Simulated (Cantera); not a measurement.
Stirred combustor or abatement burner

A perfectly stirred reactor is fed with 10.6 % CO, 4.56 % H2, 15.8 % O2, 59.3 % N2, 9.75 % H2O, equivalence ratio 0.48, at 19.7 atm; it is adiabatic with a 775 K inlet, and is followed from long to short residence time, starting on the burning branch (τ in s: 0.038, 0.017, 0.0079, 0.0036, 0.0016, 0.00073, 0.00033, 0.00015, 6.8e-05, 3.1e-05, 1.4e-05, 6.3e-06).

Computed with Cantera and GRI-Mech 3.0 (53 species, 325 reactions). The hydrogen kinetics of GRI-Mech 3.0 are dated; newer H2 mechanisms differ, most at raised pressure. The pressure lies above the range GRI-Mech 3.0 was tuned for (to about 10 atm).

```csv
τ (s),T (K),x CO,x H2,x O2,x N2O,x O
0.038,1926,0.000141,2.46e-5,0.0887,8.89e-7,2.71e-5
0.017,1926,0.000234,3.11e-5,0.0887,9.61e-7,2.96e-5
0.0079,1924,0.000409,4.33e-5,0.0888,1.10e-6,3.43e-5
0.0036,1921,0.000747,6.69e-5,0.0889,1.35e-6,4.35e-5
0.0016,1916,0.00139,0.000111,0.0892,1.78e-6,6.08e-5
0.00073,1907,0.00249,0.000186,0.0897,2.36e-6,8.94e-5
0.00033,1891,0.00451,0.000317,0.0906,2.95e-6,0.000136
0.00015,1863,0.00830,0.000548,0.0923,3.28e-6,0.000203
6.8e-5,1801,0.0168,0.00103,0.0963,3.02e-6,0.000277
3.1e-5,775,0.106,0.0456,0.158,<1e-12,<1e-12
1.4e-5,775,0.106,0.0456,0.158,<1e-12,<1e-12
6.3e-6,775,0.106,0.0456,0.158,<1e-12,<1e-12
```
x: mole fraction; the columns are a selection and need not sum to one.
